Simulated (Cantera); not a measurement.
What does this Cantera script print?

```python
import numpy as np
import cantera as ct

gas = ct.Solution("gri30.yaml")
gas.TPX = 1825, 9500, {'C2H6': 1, 'N2': 130}
reactor = ct.IdealGasConstPressureReactor(gas, energy="off", clone=False)
net = ct.ReactorNet([reactor])
net.rtol, net.atol = 1e-08, 1e-18
show = ['C2H6', 'C2H', 'HCN', 'H2', 'H']
times = np.geomspace(2e-05, 200, 11)

steps = ct.SolutionArray(gas, extra=["t"])
rows = []
print(f"{'t/s':>10s}{'T/K':>9s}{'P/Pa':>11s}" + "".join(f"{s:>11s}" for s in show))
for t in times:
    while net.time < t:
        t_next = net.step()
        steps.append(gas.state, t=t_next)
    rows.append([np.interp(t, steps.t, y) for y in (steps.T, steps.P, *steps(*show).X.T)])
    print(f"{t:10.3e}{rows[-1][0]:9.1f}{rows[-1][1]:11.4g}" + "".join(f"{x:11.3e}" for x in rows[-1][2:]))
rate = np.gradient(steps.T, steps.t)
print("integrator steps:", len(steps.t))
if steps.T.max() > steps.T[0] + 200:
    print(f"time of steepest temperature rise: {steps.t[rate.argmax()]:.4e} s")
gas.TPX = 1825, 9500, {'C2H6': 1, 'N2': 130}
gas.equilibrate("TP")
print(f"equilibrium (TP): T = {gas.T:.1f} K  " + "  ".join(f"{s} {gas[s].X[0]:.3e}" for s in show))
```

It prints:

```
       t/s      T/K       P/Pa       C2H6        C2H        HCN         H2          H
 2.000e-05   1825.0       9500  6.284e-03  1.013e-12  6.523e-10  2.308e-05  3.966e-05
 1.002e-04   1825.0       9500  1.895e-03  5.311e-07  5.498e-06  2.237e-03  7.689e-04
 5.024e-04   1825.0       9500  8.466e-06  3.522e-06  5.369e-05  1.106e-02  7.484e-04
 2.518e-03   1825.0       9500  4.592e-07  1.584e-06  7.950e-05  1.375e-02  3.193e-04
 1.262e-02   1825.0       9500  6.354e-08  8.839e-07  9.243e-05  1.435e-02  1.801e-04
 6.325e-02   1825.0       9500  1.028e-08  6.928e-07  1.033e-04  1.468e-02  1.422e-04
 3.170e-01   1825.0       9500  7.497e-10  7.544e-07  1.217e-04  1.488e-02  1.556e-04
 1.589e+00   1825.0       9500  6.439e-12  8.287e-07  1.414e-04  1.494e-02  1.713e-04
 7.962e+00   1825.0       9500  1.055e-13  8.503e-07  1.451e-04  1.495e-02  1.759e-04
 3.991e+01   1825.0       9500  8.076e-14  8.506e-07  1.469e-04  1.495e-02  1.759e-04
 2.000e+02   1825.0       9500  8.148e-14  8.501e-07  1.552e-04  1.495e-02  1.759e-04
integrator steps: 1388
equilibrium (TP): T = 1825.0 K  C2H6 2.323e-14  C2H 5.911e-08  HCN 1.400e-02  H2 1.495e-02  H 1.760e-04
```

Detailed kinetics in Cantera: GRI-Mech 3.0 (53 species, 325 reactions). GRI-Mech 3.0 stops at C3 and has no aromatics, soot or wall deposition, so with more carbon than oxygen in the feed, carbon stays in small species such as C2H2 where larger ones or solid carbon would form.
